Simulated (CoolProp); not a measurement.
A Linde-Hampson liquefier for carbon monoxide: isothermal reversible compression at 280 K from 1 atm to 15 MPa, throttling to 1 atm, return gas leaving the recuperator 0 K below the feed. Each further row changes one setting.

Values from CoolProp's reference Helmholtz-energy equation of state, Lemmon 2006. It is a short technical equation, of lower accuracy than the large ones.

| case | liquid yield per pass | compression work (kJ/kg of gas) |
|---|---|---|
| as stated | ? | 412 |
| high pressure 30 MPa | 0.124 | 472 |
| warm-end temperature 310 K | ? | 459 |
| warm-end gap 5 K | ? | 412 |

**Question.** What belongs in the gaps?

**Answer.** 
- as stated, liquid yield per pass: 0.086
- warm-end temperature 310 K, liquid yield per pass: 0.063
- warm-end gap 5 K, liquid yield per pass: 0.075
